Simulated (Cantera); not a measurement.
Feed: 1 mol H2O, 9.4 mol H2, 3.3 mol O2, at 100000 Pa.

These are equilibrium values from Cantera (NASA tables, ideal gas, pure condensed phases), not measurements of a reactor. Candidate condensed phases: H2O; 9 gas species. Rates play no part. All values below are at 3077 °C.

Base state: H2O 0.332, H2 0.262, H 0.212, OH 0.113, O 0.0542, O2 0.0266, HO2 2.91e-5 (mole fractions); condensed: gas only.

### Question
What changes in the equilibrium state with this change: H2O replaced by H2S?

### Answer
```csv
species,before,after
H2,0.262,0.313
H2O,0.332,0.258
H,0.212,0.232
SO,0,0.0341
SO2,0,0.0164
S,0,0.0135
O2,0.0266,0.0113
O,0.0542,0.0353
OH,0.113,0.0807
SH,0,0.00500
S2,0,0.000451
H2S,0,0.000440
S2O,0,1.58e-5
HO2,2.91e-5,1.35e-5
```
Further candidate phases: H2SO4, S.
